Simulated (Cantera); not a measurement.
# Equilibrium for fluorocarbon and chlorocarbon gases: CHF₃ + HCl + H₂

Input: 1 mol CHF₃, 2.4 mol HCl, a varied amount of H₂, at 1273 K and 22.0 Pa.

These are equilibrium values from Cantera (NASA tables, ideal gas, pure condensed phases), not measurements of a reactor. Candidate condensed phases: C, C₆H₆, C₇H₈, C₈H₁₈; 118 gas species. Gases not in the tables: C₂F₆ and larger saturated fluorocarbons. Kinetics and transport are ignored.

```
n(H₂) (mol)   x HF  x HCl     x H₂      x Cl    x Cl₂     x CF₄  x CClF₃  n C(graphite)
-----------  -----  -----  -------  --------  -------  --------  -------  -------------
0.26         0.586  0.188  2.24e-9     0.162   0.0616   0.00162  3.73e-5          0.992
0.33         0.584  0.210  3.22e-9     0.152   0.0537  0.000774  2.00e-5          0.996
0.42         0.579  0.241  5.21e-9     0.136   0.0434  0.000286  8.53e-6          0.998
0.53         0.573  0.279  9.64e-9     0.116   0.0315   8.01e-5  2.80e-6          1.000
0.67         0.566  0.328  2.31e-8    0.0881   0.0181   1.32e-5  5.50e-7          1.000
0.85         0.558  0.391  1.21e-7    0.0460  0.00494   4.62e-7  2.32e-8          1.000
1.1          0.545  0.436   0.0182  0.000132  4.07e-8    <1e-12   <1e-12           1.00
1.4          0.517  0.414   0.0690   6.43e-5  9.67e-9    <1e-12   <1e-12           1.00
1.7          0.492  0.393    0.115   4.74e-5  5.26e-9    <1e-12   <1e-12          1.000
2.2          0.455  0.364    0.182   3.48e-5  2.84e-9    <1e-12   <1e-12          1.000
2.8          0.417  0.333    0.250   2.72e-5  1.73e-9    <1e-12   <1e-12          1.000
```
x: gas mole fraction; n: condensed amount in mol.

From 0.26 mol H₂ to 2.8 mol H₂ the condensed part is C(graphite). The main C-bearing gas is CF₄ at 0.26 mol H₂ and C₂H₂ (acetylene) at 2.8 mol H₂.
